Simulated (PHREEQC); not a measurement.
Make-up at 25 °C: 0.0006 mol/kgw NH4HF2, 0.09 mol/kgw (NH4)2SiF6, 0.0025 mol/kgw H3BO3 and 0.06 mol/kgw HCl. Closed to the air; pH follows from the charge balance.

Equilibrium calculation in PHREEQC: ion-association model, phreeqc.dat.

Precipitation was switched off in this run.

**Question.** Estimate the pH.

**Answer.** pH 1.35.

**Question.** In which forms is Si present?

**Answer.** SiF6-2 98 %, H4SiO4 2.5 % of the Si.

Examples of supersaturated solids here: SiO2(a), Quartz (slow to form). Others may be too. Complexes and solids missing from the database can't appear. SiF6-2 is the database's only silicon fluoride. Real BF4- forms and hydrolyses slowly; the run takes it at equilibrium.
